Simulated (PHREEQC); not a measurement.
Make-up at 20 °C: 0.015 mol/kgw CdCl2, 4.9e-05 mol/kgw H2SO4 and 7.2e-05 mol/kgw Na2SO4. Closed to the air; pH follows from the charge balance.

Computed with PHREEQC (ion-association model, phreeqc.dat).

Each row changes one thing in this solution. No solid was allowed to form.

```csv
case,pH,ionic strength (mol/kgw),Cl- (mol/kgw),CdCl+ (mol/kgw),Cd+2 (mol/kgw),CdCl2 (mol/kgw),SI of Halite (NaCl)
as made,4.07,0.0288,0.0216,0.00747,0.00700,0.000474,-7.21
Na2SO4 from 7.2e-05 to 0.000144 mol/kgw,4.07,0.0290,0.0216,0.00746,0.00699,0.000474,-6.91
temperature from 20 to 85 °C,4.08,0.0280,0.0211,0.00771,0.00666,0.000563,…
CdCl2 from 0.015 to 0.03 mol/kgw,4.08,0.0495,0.0387,0.0175,0.0106,0.00184,-6.99
Na2SO4 from 7.2e-05 to 7.92e-05 mol/kgw,4.07,0.0288,0.0216,0.00747,0.00700,0.000474,-7.17
H2SO4 from 4.9e-05 to 9.8e-06 mol/kgw,4.76,0.0287,0.0215,0.00748,…,0.000475,-7.21
```

Q: Some entries are withheld; supply them.

A: 
- temperature from 20 to 85 °C, SI of Halite (NaCl): -7.28
- H2SO4 from 4.9e-05 to 9.8e-06 mol/kgw, Cd+2 (mol/kgw): 0.00701

Away from 25 °C the constants follow the database's enthalpies or fits; those with neither stay at their 25 °C values.
